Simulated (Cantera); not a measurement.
## Ammonia decomposition in nitride growth gas

An isothermal, constant-pressure homogeneous reactor starts with 13.2 % NH3, 86.8 % H2, at 1525 K and 1.00 bar.

Cantera simulation using the gas-phase N/H chemistry of the illustrative SiF4/NH3 mechanism in the Surface Chemkin manual (1991); the numbers are that mechanism's predictions, not measurements. Walls and surfaces, which speed up NH3 decomposition in real reactors, are not modelled.

| t (s) | x NH3 | x H2 | x N2H4 | x NH2 | x N2 | x N |
|---|---|---|---|---|---|---|
| 0.000800 | 0.132 | 0.868 | 3.01e-11 | 6.26e-7 | 2.98e-10 | <1e-12 |
| 0.00186 | 0.132 | 0.868 | 1.61e-10 | 1.44e-6 | 4.78e-9 | 2.23e-12 |
| 0.00433 | 0.132 | 0.868 | 7.80e-10 | 3.17e-6 | 6.44e-8 | 2.38e-11 |
| 0.0101 | 0.132 | 0.868 | 2.57e-9 | 5.75e-6 | 6.58e-7 | 1.42e-10 |
| 0.0234 | 0.132 | 0.868 | 3.84e-9 | 7.03e-6 | 3.62e-6 | 2.59e-10 |
| 0.0544 | 0.132 | 0.868 | 3.91e-9 | 7.10e-6 | 1.15e-5 | 2.67e-10 |
| 0.126 | 0.132 | 0.868 | 3.91e-9 | 7.10e-6 | 2.99e-5 | 2.67e-10 |
| 0.294 | 0.131 | 0.868 | 3.91e-9 | 7.09e-6 | 7.25e-5 | 2.67e-10 |
| 0.684 | 0.131 | 0.869 | 3.89e-9 | 7.08e-6 | 0.000171 | 2.66e-10 |
| 1.59 | 0.131 | 0.869 | 3.86e-9 | 7.05e-6 | 0.000400 | 2.65e-10 |
| 3.70 | 0.129 | 0.870 | 3.80e-9 | 6.99e-6 | 0.000925 | 2.63e-10 |
| 8.60 | 0.127 | 0.871 | 3.64e-9 | 6.85e-6 | 0.00211 | 2.58e-10 |
| 20.0 | 0.121 | 0.874 | 3.33e-9 | 6.54e-6 | 0.00467 | 2.47e-10 |
x: mole fraction; the columns are a selection and need not sum to one.

Equilibrium at this temperature and pressure: NH3 1.25e-5, H2 0.942, N2H4 <1e-12, NH2 6.91e-10, N2 0.0581, N <1e-12 (gas phase only).
